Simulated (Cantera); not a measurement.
Input: 1 mol Si₃H₈, 0.91 mol Cl₂, 9.8 mol H₂, equilibrated at 1200 K and 0.140 bar.

These are equilibrium values from Cantera (NASA tables, ideal gas, pure condensed phases), not measurements of a reactor. The feed counts by its element totals alone. The tables' values for SiCl₃ are old estimates; treat these amounts as uncertain. Equilibrium is a limit: real reactors are often held back by kinetics, nucleation or transport.

| species | before | after |
|---|---|---|
| H₂ | 0.930 | 0.900 |
| HCl | 0.0448 | 0.0758 |
| SiCl₂ | 0.00511 | 0.0226 |
| SiCl₄ | 0.0110 | 4.92e-5 |
| SiCl | 3.06e-9 | 1.27e-5 |
| Cl | 2.13e-8 | 1.49e-5 |
| H | 5.09e-7 | 0.000226 |
| SiHCl₃ | 0.00619 | 9.75e-5 |
| SiH₂Cl₂ | 0.000457 | 3.30e-5 |
| SiCl₃ | 0.00253 | 0.000711 |
| Si(s), mol | 2.64 | 2.65 |
Gas species are given as mole fractions.

Task: Name the change that produced these shifts.
A. H₂ from 9.8 to 320 mol
B. temperature from 1200 K to 1350 K
C. temperature from 1200 K to 1648 K
D. temperature from 1200 K to 898 K

Result: C, temperature from 1200 K to 1648 K. The tables' values for SiCl₃, SiCl are old estimates; treat these amounts as uncertain
